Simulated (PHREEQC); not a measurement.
Solution (30 °C): 2.3 mol CaCl2, 4.1 mol KCl and 0.32 mol KBr per kg of water. It is in equilibrium with CO2 at log p = 0 (atm). Otherwise closed; pH follows from the charge balance.

All values are PHREEQC results (Pitzer model, pitzer.dat), not measurements.

This is a speciation only: nothing precipitates in the calculation.

### Question
What pH, density does the model give?

### Answer
pH 3.66; density 1.301 g/cm³.

The solution is supersaturated, for example in Sylvite, so a real one may precipitate; this is no full list. In brines, pH and single-ion activities rest on the MacInnes convention.
